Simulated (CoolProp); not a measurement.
2000 sccm (0 °C, 1 atm) of nitrogen bubbles through liquid toluene at 353.4 K and leaves saturated at a total pressure of 0.15 MPa (ideal gas phase). Each further row changes one setting.

Model: reference Helmholtz-energy equation of state, Lemmon 2006, in CoolProp. It is a short technical equation, of lower accuracy than the large ones.

```json
[
 {"case": "as stated", "vapour pressure (kPa)": "39.2", "mole fraction of vapour": "0.261", "delivery (mg/min)": "?", "delivery (sccm)": "708", "change of delivery for a bath 1 K warmer (%)": "4.8"},
 {"case": "bath temperature 358.4 K", "vapour pressure (kPa)": "46.4", "mole fraction of vapour": "?", "delivery (mg/min)": "?", "delivery (sccm)": "897", "change of delivery for a bath 1 K warmer (%)": "5.0"},
 {"case": "total pressure 0.3 MPa", "vapour pressure (kPa)": "39.2", "mole fraction of vapour": "0.131", "delivery (mg/min)": "?", "delivery (sccm)": "?", "change of delivery for a bath 1 K warmer (%)": "4.0"}
]
```

Problem. Some entries are withheld; supply them.

Solution. 
- as stated, delivery (mg/min): 2910
- bath temperature 358.4 K, mole fraction of vapour: 0.310
- bath temperature 358.4 K, delivery (mg/min): 3690
- total pressure 0.3 MPa, delivery (mg/min): 1240
- total pressure 0.3 MPa, delivery (sccm): 301
